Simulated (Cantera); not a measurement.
A diamond (100) surface in a fixed gas of H2 with x(CH4) = 0.014, x(H) = 0.046, x(CH3) = 8.8e-05, 0.0670 bar; coverages are run to steady state.

Cantera simulation using the Harris–Goodwin 1993 mechanism for the reconstructed diamond (100) surface; the numbers are that mechanism's predictions, not measurements.

θ: site fractions in the mechanism's names (c6HH fully hydrogenated, c6H* and c6*H radical sites, c6** diradical, c6HM methylated).

```csv
T (K),growth (µm/h),θ c6HH,θ c6H*,θ c6*H,θ c6**,θ c6HM
925,2.15,0.666,0.0128,0.314,0.00554,0.00145
975,2.79,0.619,0.0168,0.355,0.00825,0.00116
1025,3.50,0.573,0.0212,0.392,0.0118,0.000943
1075,4.23,0.531,0.0260,0.426,0.0162,0.000766
1125,4.91,0.491,0.0311,0.456,0.0215,0.000617
1175,5.36,0.454,0.0364,0.481,0.0278,0.000479
1225,5.34,0.421,0.0418,0.502,0.0350,0.000345
1275,___,0.390,___,0.519,___,___
1325,___,0.362,___,0.533,___,___
1375,3.09,0.337,0.0579,0.543,0.0620,6.09e-5
```

### Question
Complete the blanks.

### Answer

- 1275, growth (µm/h): 4.74
- 1275, θ c6H*: 0.0473
- 1275, θ c6**: 0.0432
- 1275, θ c6HM: 0.000220
- 1325, growth (µm/h): 3.85
- 1325, θ c6H*: 0.0526
- 1325, θ c6**: 0.0522
- 1325, θ c6HM: 0.000122
